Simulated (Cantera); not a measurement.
Input: 1 mol TEOS, 0.88 mol O3, 0.88 mol H2, equilibrated at 0.100 bar.

Equilibrium computed with Cantera from the NASA thermochemical tables; the gas is ideal and each condensed phase is pure. Candidate condensed phases: C, C6H6, C7H8, C8H18, H2O, Si, SiC, SiO2; 123 gas species. The feed counts by its element totals alone. The tables hold silica as quartz up to 1696 K and as liquid above; real silica turns to tridymite and cristobalite and melts near 1996 K. Equilibrium is a limit: real reactors are often held back by kinetics, nucleation or transport.

### Question
Which condensed phases are stable at each of these points (T (°C)): 602, 677, 752, 827, 902, 977, 1052, 1127, 1202, 1277, 1352, 1427?

### Answer
| T (°C) | condensed phases | Si condensed (%) |
|---|---|---|
| 602 | C(graphite) + SiO2(β-quartz) | 100.0 |
| 677 | C(graphite) + SiO2(β-quartz) | 100.0 |
| 752 | C(graphite) + SiO2(β-quartz) | 100.0 |
| 827 | C(graphite) + SiO2(β-quartz) | 100.0 |
| 902 | C(graphite) + SiO2(β-quartz) | 100.0 |
| 977 | C(graphite) + SiO2(β-quartz) | 100.0 |
| 1052 | C(graphite) + SiO2(β-quartz) | 100.0 |
| 1127 | C(graphite) + SiO2(β-quartz) | 100.0 |
| 1202 | C(graphite) + SiO2(β-quartz) | 99.8 |
| 1277 | C(graphite) + SiC(s) | 98.4 |
| 1352 | C(graphite) + SiC(s) | 97.9 |
| 1427 | C(graphite) + SiC(s) | 97.3 |

From 602 °C to 1202 °C the condensed part is C(graphite) + SiO2(β-quartz). From 1277 °C to 1427 °C the condensed part is C(graphite) + SiC(s).
